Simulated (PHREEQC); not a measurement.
2.8 g of hydrous ferric oxide (600 m²/g; 0.2 weak and 0.005 strong sites per Fe, Dzombak-Morel constants, diffuse double layer) in 1 kg of water with 0.001 mol/kgw of an inert sodium salt and 0.3 mmol/kgw H3BO3, at 25 °C; the pH is set by adding NaOH or the inert anion's acid. O2 is buffered at 0.21 atm. The system is closed to CO2. Precipitation was switched off in this run.

Base run: PHREEQC, ion-association model, wateq4f.dat. Each further column changes one thing. The table gives surface potential ψ (mV).

| pH | base | background salt from 0.001 to 0.0001 mol/kgw | 0.00068 mol/kgw PbCl2 added |
|---|---|---|---|
| 4 | 203 | 209 | … |
| 4.5 | 186 | … | … |
| 5 | 167 | 174 | 168 |
| 5.5 | 144 | 149 | 150 |
| 6 | 119 | … | 127 |
| 6.5 | 92 | 94 | 102 |
| 7.5 | 35 | 36 | 47 |
| 8 | 6 | 6 | 19 |
| 8.5 | -23 | -23 | -10 |
| 9 | -51 | -52 | -38 |
| 9.5 | -79 | … | -66 |
| 10 | -106 | -108 | -93 |

Complete the blanks.


- 4, 0.00068 mol/kgw PbCl2 added: 197
- 4.5, background salt from 0.001 to 0.0001 mol/kgw: 194
- 4.5, 0.00068 mol/kgw PbCl2 added: 183
- 6, background salt from 0.001 to 0.0001 mol/kgw: 122
- 9.5, background salt from 0.001 to 0.0001 mol/kgw: -81
